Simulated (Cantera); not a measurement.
# Si2Cl6 + H2 (silicon epitaxy and polysilicon growth)

A closed system holds: 1 mol Si2Cl6, 51 mol H2, equilibrated at 1423.15 K and 1050 Torr.

These are equilibrium values from Cantera (NASA tables, ideal gas, pure condensed phases), not measurements of a reactor. Candidate condensed phases: Si; 19 gas species. The feed counts by its element totals alone. The tables' values for SiCl3 are old estimates; treat these amounts as uncertain. Equilibrium is a limit: real reactors are often held back by kinetics, nucleation or transport.

```yaml
x(H2): 0.923
x(HCl): 0.0556
x(SiCl2): 0.0101
x(SiHCl3): 0.00426
x(SiCl4): 0.00330
x(SiCl3): 0.00290
x(SiH2Cl2): 0.000837
x(SiH3Cl): 4.76e-5
x(H): 5.40e-6
n(Si(s)): 0.853 mol
gas_amount: 53.47 mol
```
